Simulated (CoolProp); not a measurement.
Aqueous potassium formate as a coolant, 44 % by mass, freezing at -42.0 °C, 1 atm.

Values from CoolProp's Melinder's fits for secondary coolants.

```
T (°C)  cp (kJ/(kg K))  conductivity (W/(m K))  viscosity (mPa s)  density (kg/m³)
------  --------------  ----------------------  -----------------  ---------------
-19.7            2.714                   0.460               7.20             1309
-12              2.728                   0.469               5.31             1306
-4.3        (withheld)                   0.478               4.09             1303
3.4              2.754                   0.487         (withheld)             1300
11.1             2.768                   0.496               2.71             1297
18.8             2.782              (withheld)               2.29             1293
26.6             2.796                   0.513               1.97             1290
34.3             2.811                   0.522               1.71             1286
```

Q: Some entries are withheld; supply them.

A: 
- -4.3, cp (kJ/(kg K)): 2.741
- 3.4, viscosity (mPa s): 3.28
- 18.8, conductivity (W/(m K)): 0.504
